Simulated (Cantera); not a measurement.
Feed: 1 mol Ti, 0.27 mol C₃H₈, 19 mol H₂, held at 26.3 Torr.

Equilibrium computed with Cantera from the NASA thermochemical tables; the gas is ideal and each condensed phase is pure. Candidate condensed phases: C, C₆H₆, C₇H₈, C₈H₁₈, Ti, TiC; 77 gas species. Mutual solubility and eutectic melting of coexisting phases are not modelled. TiC: taken at fixed stoichiometry. Condensed phases not in the tables: N, O or C dissolved in the metal. Rates play no part.

log p: log10 of the partial pressure in bar; n: condensed amount in mol.

| T (K) | log p H₂ | log p H | log p Ti | log p CH₄ | n Ti(α) | n TiC(s) | n Ti(β) | n Ti(l) |
|---|---|---|---|---|---|---|---|---|
| 1148 | -1.46 | -7.87 | <-13 | -12.32 | 0.190 | 0.810 | 0 | 0 |
| 1248 | -1.46 | -7.06 | -12.21 | -11.97 | 0 | 0.810 | 0.190 | 0 |
| 1348 | -1.46 | -6.36 | -10.78 | -11.66 | 0 | 0.810 | 0.190 | 0 |
| 1448 | -1.46 | ? | ? | ? | 0 | 0.810 | 0.190 | 0 |
| 1548 | -1.46 | -5.24 | -8.47 | -11.17 | 0 | 0.810 | 0.190 | 0 |
| 1648 | -1.46 | -4.78 | -7.53 | -10.97 | 0 | 0.810 | 0.190 | 0 |
| 1748 | -1.46 | -4.37 | -6.70 | -10.79 | 0 | 0.810 | 0.190 | 0 |
| 1848 | -1.46 | -4.00 | -5.97 | -10.63 | 0 | 0.810 | 0.189 | 0 |
| 1948 | -1.46 | -3.68 | -5.31 | -10.49 | 0 | 0.810 | 0 | 0.187 |
| 2048 | -1.46 | ? | ? | ? | 0 | 0.810 | 0 | 0.179 |
| 2148 | -1.47 | -3.11 | -4.22 | -10.21 | 0 | 0.810 | 0 | 0.155 |

Problem. Some entries are withheld; supply them.

Solution. 
- 1448, log p H: -5.76
- 1448, log p Ti: -9.54
- 1448, log p CH₄: -11.40
- 2048, log p H: -3.38
- 2048, log p Ti: -4.74
- 2048, log p CH₄: -10.34
